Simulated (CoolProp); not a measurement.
Vapour-liquid equilibrium of dimethyl carbonate (1) + n-octane (2) at 48.1 kPa; x and y are mole fractions of (1).

Values from CoolProp's multi-fluid Helmholtz-energy mixture model, Zhou 2011 and Beckmüller 2019; pair parameters Bell 2016.

```json
[
 {"x": "0.05", "bubble temperature (K)": "363.3", "y at the bubble point": "0.328", "dew temperature at overall composition x (K)": "(withheld)", "liquid density (mol/L)": "5.769"},
 {"x": "0.15", "bubble temperature (K)": "351.3", "y at the bubble point": "(withheld)", "dew temperature at overall composition x (K)": "369.4", "liquid density (mol/L)": "6.161"},
 {"x": "0.25", "bubble temperature (K)": "345.7", "y at the bubble point": "0.699", "dew temperature at overall composition x (K)": "366.1", "liquid density (mol/L)": "6.542"},
 {"x": "0.35", "bubble temperature (K)": "343.0", "y at the bubble point": "0.745", "dew temperature at overall composition x (K)": "362.4", "liquid density (mol/L)": "6.942"},
 {"x": "0.45", "bubble temperature (K)": "341.7", "y at the bubble point": "0.769", "dew temperature at overall composition x (K)": "358.4", "liquid density (mol/L)": "(withheld)"},
 {"x": "0.55", "bubble temperature (K)": "341.0", "y at the bubble point": "(withheld)", "dew temperature at overall composition x (K)": "353.8", "liquid density (mol/L)": "(withheld)"},
 {"x": "0.65", "bubble temperature (K)": "340.6", "y at the bubble point": "0.796", "dew temperature at overall composition x (K)": "348.5", "liquid density (mol/L)": "8.427"},
 {"x": "0.75", "bubble temperature (K)": "340.3", "y at the bubble point": "0.814", "dew temperature at overall composition x (K)": "342.7", "liquid density (mol/L)": "9.070"},
 {"x": "0.85", "bubble temperature (K)": "340.2", "y at the bubble point": "0.848", "dew temperature at overall composition x (K)": "340.2", "liquid density (mol/L)": "9.814"},
 {"x": "0.95", "bubble temperature (K)": "340.6", "y at the bubble point": "0.925", "dew temperature at overall composition x (K)": "340.9", "liquid density (mol/L)": "10.68"}
]
```

Question: What belongs in the gaps?

Answer: 
- 0.05, dew temperature at overall composition x (K): 372.5
- 0.15, y at the bubble point: 0.599
- 0.45, liquid density (mol/L): 7.379
- 0.55, y at the bubble point: 0.784
- 0.55, liquid density (mol/L): 7.869

y crosses x between x = 0.75 and 0.85: the model has an azeotrope there.

The pair parameters rest on a limited set of measurements; away from them the model extrapolates.
